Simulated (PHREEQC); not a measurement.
Solution (25 °C): 1.7 mmol/kgw HNO3, 44 mmol/kgw KNO3 and 0.38 mmol/kgw CuSO4. Closed to the air; pH follows from the charge balance.

Computed with PHREEQC (ion-association model, phreeqc.dat).

This is a speciation only: nothing precipitates in the calculation.

Task: Predict the pH, specific conductance.

Result: pH 2.84; specific conductance 6260 µS/cm.

Task: In which forms is Cu present?

Result: Cu+2 99 %, CuSO4 1.4 % of the Cu.
